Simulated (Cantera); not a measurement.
# NO annealing gas

An isothermal, constant-pressure homogeneous reactor starts with NO : N2 = 1 : 3.8 (molar parts), at 2150 K and 750 Torr.

Detailed kinetics in Cantera: GRI-Mech 3.0 (53 species, 325 reactions).

```csv
t (s),x NO,x O2,x N2,x O,x N2O,x NO2
5.00e-5,0.208,1.06e-7,0.792,6.64e-6,6.00e-6,1.24e-6
0.000129,0.208,7.93e-7,0.792,1.85e-5,1.25e-5,4.71e-6
0.000335,0.208,7.25e-6,0.792,5.35e-5,1.99e-5,1.53e-5
0.000865,0.208,6.70e-5,0.792,0.000117,2.25e-5,3.43e-5
0.00224,0.207,0.000352,0.792,0.000144,2.23e-5,4.22e-5
0.00579,0.206,0.00115,0.793,0.000154,2.20e-5,4.52e-5
0.0150,0.202,0.00325,0.795,0.000178,2.10e-5,5.15e-5
0.0387,0.190,0.00888,0.801,0.000229,1.85e-5,6.36e-5
0.100,0.161,0.0235,0.815,0.000327,1.31e-5,7.78e-5
0.259,0.0989,0.0544,0.846,0.000469,5.06e-6,6.96e-5
0.670,0.0308,0.0884,0.880,0.000587,8.76e-7,2.73e-5
1.73,0.00937,0.0991,0.891,0.000619,4.98e-7,8.78e-6
4.48,0.00827,0.0997,0.891,0.000621,4.90e-7,7.77e-6
11.6,0.00827,0.0997,0.891,0.000621,4.90e-7,7.77e-6
30.0,0.00827,0.0997,0.891,0.000621,4.90e-7,7.77e-6
```
x: mole fraction; the columns are a selection and need not sum to one.

Equilibrium at this temperature and pressure: NO 0.00827, O2 0.0997, N2 0.891, O 0.000621, N2O 4.90e-7, NO2 7.77e-6 (gas phase only).
